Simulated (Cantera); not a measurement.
A closed system holds: 1 mol CHF3, a varied amount of H2, at 2925 K and 0.760 bar.

Method: chemical equilibrium by Gibbs-energy minimisation in Cantera with the NASA 1993 tables (ideal gas, pure condensed phases). Candidate condensed phases: C, C6H6, C7H8, C8H18; 95 gas species. Gases not in the tables: C2F6 and larger saturated fluorocarbons. The numbers say what is thermodynamically allowed, not how fast it happens.

x: gas mole fraction; n: condensed amount in mol.

| n(H2) (mol) | x HF | x H2 | x CF2 | x F | x H | x C2H2 (acetylene) | x CF | n C(graphite) |
|---|---|---|---|---|---|---|---|---|
| 0.22 | 0.593 | 6.94e-6 | 0.202 | 0.173 | 0.000377 | 3.45e-7 | 0.0171 | … |
| 0.36 | 0.672 | 1.18e-5 | 0.153 | 0.151 | 0.000491 | 5.86e-7 | 0.0149 | … |
| 0.59 | 0.791 | 2.99e-5 | 0.0831 | 0.111 | 0.000783 | 1.49e-6 | 0.0110 | … |
| 0.96 | 0.965 | 0.001000 | 0.00370 | 0.0235 | 0.00452 | 4.97e-5 | 0.00232 | 0.979 |
| 1.6 | 0.809 | 0.130 | 2.00e-5 | 0.00172 | 0.0517 | 0.00649 | 0.000170 | 0.944 |
| 2.6 | 0.626 | 0.282 | 5.52e-6 | 0.000907 | 0.0760 | 0.0140 | 8.94e-5 | … |
| 4.2 | 0.460 | 0.423 | 1.99e-6 | 0.000545 | 0.0931 | 0.0211 | 5.37e-5 | … |
| 6.9 | 0.319 | 0.546 | 7.40e-7 | 0.000332 | 0.106 | 0.0272 | 3.27e-5 | … |
| 11 | 0.217 | 0.635 | 2.96e-7 | 0.000210 | 0.114 | 0.0316 | 2.07e-5 | … |
| 19 | 0.134 | 0.722 | 7.56e-8 | 0.000121 | 0.122 | 0.0210 | 9.15e-6 | … |

Q: What belongs in the gaps?

A: 
- 0.22, n C(graphite): 0.434
- 0.36, n C(graphite): 0.548
- 0.59, n C(graphite): 0.731
- 2.6, n C(graphite): 0.850
- 4.2, n C(graphite): 0.699
- 6.9, n C(graphite): 0.443
- 11, n C(graphite): 0.0529
- 19, n C(graphite): 0
